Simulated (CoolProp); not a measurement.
Saturation properties of neopentane.

The numbers come from the reference Helmholtz-energy equation of state, Lemmon 2006 in CoolProp. It is a short technical equation, of lower accuracy than the large ones.

```csv
T (°C),p (MPa),liquid density (kg/m³),enthalpy of vaporisation (kJ/kg),surface tension (mN/m)
20.55,0.1484,589.3,307.0,11.4
28.55,0.1918,580.4,300.5,10.6
36.45,0.2435,571.4,293.7,9.83
44.45,0.3059,562.1,286.5,9.07
52.35,0.3787,552.5,279.1,8.32
60.35,0.4647,542.4,271.2,7.59
68.25,0.5631,532.0,262.8,6.87
76.25,0.6777,521.0,253.9,6.16
84.25,0.8084,509.4,244.3,5.46
92.15,0.9549,497.3,234.1,4.78
100.15,1.122,484.2,222.9,4.11
108.05,1.307,470.3,210.9,3.47
116.05,1.517,455.0,197.4,2.84
123.95,1.747,438.3,182.6,2.24
131.95,2.006,419.3,165.4,1.67
```

It boils at 9.5 °C under 1 atm.

Surface tension comes from a separate correlation (Mulero 2014).
